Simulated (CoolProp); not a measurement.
A simple Rankine cycle with R1233zd(E): condensing at 305.15 K, boiler at 0.545 MPa, turbine inlet 360.6 K, turbine efficiency 0.6, pump efficiency 0.6, no recuperator. Each further row changes one setting.

Values from CoolProp's reference Helmholtz-energy equation of state, Akasaka 2022.

| case | thermal efficiency (%) | net work (kJ/kg) | heat in (kJ/kg) | turbine exit temperature (K) | volume ratio over the turbine |
|---|---|---|---|---|---|
| as stated | 6.1 | 13.9 | 228 | 336.8 | 3.32 |
| turbine inlet 380.6 K | 6.0 | 14.9 | 247 | 357.3 | 3.28 |
| condensing temperature 297.15 K | 7.2 | 17.1 | 237 | 332.1 | 4.37 |
| boiler pressure 0.382 MPa | 4.4 | 10.2 | 231 | 344.7 | 2.29 |
| turbine efficiency 0.5 | 5.0 | 11.5 | 228 | 339.6 | 3.35 |
